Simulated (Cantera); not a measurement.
NO annealing gas

An isothermal, constant-pressure homogeneous reactor starts with NO : N₂ = 1 : 3.5 (molar parts), at 1975 K and 1.00 bar.

Model: GRI-Mech 3.0 (53 species, 325 reactions), integrated in Cantera.

```tsv
t (s)	x NO	x N₂	x NO₂	x O	x O₂	x N₂O
0.000300	0.222	0.778	9.43e-6	8.08e-6	5.61e-7	1.07e-5
0.000724	0.222	0.778	2.59e-5	1.89e-5	5.07e-6	1.81e-5
0.00175	0.222	0.778	4.76e-5	3.27e-5	4.18e-5	2.27e-5
0.00421	0.222	0.778	5.30e-5	3.62e-5	0.000179	2.33e-5
0.0102	0.221	0.778	5.51e-5	3.76e-5	0.000522	2.31e-5
0.0245	0.219	0.779	5.97e-5	4.08e-5	0.00135	2.27e-5
0.0591	0.215	0.781	6.91e-5	4.76e-5	0.00335	2.18e-5
0.143	0.206	0.786	8.54e-5	6.09e-5	0.00814	1.98e-5
0.344	0.184	0.797	0.000106	8.36e-5	0.0191	1.57e-5
0.829	0.139	0.819	0.000113	0.000116	0.0412	9.01e-6
2.00	0.0749	0.851	8.01e-5	0.000152	0.0735	2.76e-6
```
x: mole fraction; the columns are a selection and need not sum to one.

Equilibrium at this temperature and pressure: NO 0.00546, N₂ 0.886, NO₂ 7.05e-6, O 0.000182, O₂ 0.108, N₂O 3.26e-7 (gas phase only).
